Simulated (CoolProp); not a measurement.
Propylene glycol at several states: density (kg/m³) from the reference equation and from simpler models built on Tc = 674.0 K, pc = 7292 kPa, ω = 0.327; each cubic takes its own stable root.

The numbers come from the reference Helmholtz-energy equation of state, Eisenbach 2021 in CoolProp.

```json
[
 {"T (K)": "229.1", "p (kPa)": "338", "phase": "liquid", "reference": "1084"},
 {"T (K)": "276.9", "p (kPa)": "9550", "phase": "liquid", "reference": "1053"},
 {"T (K)": "228.6", "p (kPa)": "2800", "phase": "liquid", "reference": "1086"}
]
```

Question: How far does each simpler model (van der Waals, Soave-Redlich-Kwong) lie from the reference over these 3 states: mean and median of the absolute difference, and the worst?

Answer: 
- van der Waals: mean 35.0 %, median 35.2 %, worst -35.2 % at 229.1 K and 338 kPa
- Soave-Redlich-Kwong: mean 2.0 %, median 2.2 %, worst -2.3 % at 228.6 K and 2800 kPa
